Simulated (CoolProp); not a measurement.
Saturation properties of ethane.

Model: reference Helmholtz-energy equation of state, Bücker 2006, in CoolProp.

```json
[
 {"T (K)": "210.7", "p (MPa)": "0.3434", "liquid density (kg/m³)": "509.5", "vapour density (kg/m³)": "6.409", "surface tension (mN/m)": "12.1", "liquid viscosity (µPa s)": "122"},
 {"T (K)": "218.3", "p (MPa)": "0.4619", "liquid density (kg/m³)": "498.7", "vapour density (kg/m³)": "8.488", "surface tension (mN/m)": "10.9", "liquid viscosity (µPa s)": "112"},
 {"T (K)": "225.9", "p (MPa)": "0.6083", "liquid density (kg/m³)": "487.5", "vapour density (kg/m³)": "11.06", "surface tension (mN/m)": "9.80", "liquid viscosity (µPa s)": "103"},
 {"T (K)": "233.5", "p (MPa)": "0.7864", "liquid density (kg/m³)": "475.8", "vapour density (kg/m³)": "14.20", "surface tension (mN/m)": "8.68", "liquid viscosity (µPa s)": "94.5"},
 {"T (K)": "241.1", "p (MPa)": "1.000", "liquid density (kg/m³)": "463.5", "vapour density (kg/m³)": "18.04", "surface tension (mN/m)": "7.57", "liquid viscosity (µPa s)": "86.7"},
 {"T (K)": "248.7", "p (MPa)": "1.253", "liquid density (kg/m³)": "450.4", "vapour density (kg/m³)": "22.70", "surface tension (mN/m)": "6.49", "liquid viscosity (µPa s)": "79.4"},
 {"T (K)": "256.3", "p (MPa)": "1.550", "liquid density (kg/m³)": "436.3", "vapour density (kg/m³)": "28.37", "surface tension (mN/m)": "5.44", "liquid viscosity (µPa s)": "72.5"},
 {"T (K)": "263.9", "p (MPa)": "1.895", "liquid density (kg/m³)": "421.1", "vapour density (kg/m³)": "35.33", "surface tension (mN/m)": "4.42", "liquid viscosity (µPa s)": "66.0"},
 {"T (K)": "271.5", "p (MPa)": "2.293", "liquid density (kg/m³)": "404.2", "vapour density (kg/m³)": "43.95", "surface tension (mN/m)": "3.44", "liquid viscosity (µPa s)": "59.7"},
 {"T (K)": "279.1", "p (MPa)": "2.749", "liquid density (kg/m³)": "385.2", "vapour density (kg/m³)": "54.88", "surface tension (mN/m)": "2.50", "liquid viscosity (µPa s)": "53.6"},
 {"T (K)": "286.7", "p (MPa)": "3.268", "liquid density (kg/m³)": "362.7", "vapour density (kg/m³)": "69.30", "surface tension (mN/m)": "1.63", "liquid viscosity (µPa s)": "47.4"}
]
```

It boils at 184.6 K under 1 atm.

Viscosity comes from a separate model (Friend 1991). Surface tension comes from a separate correlation (Mulero 2012).
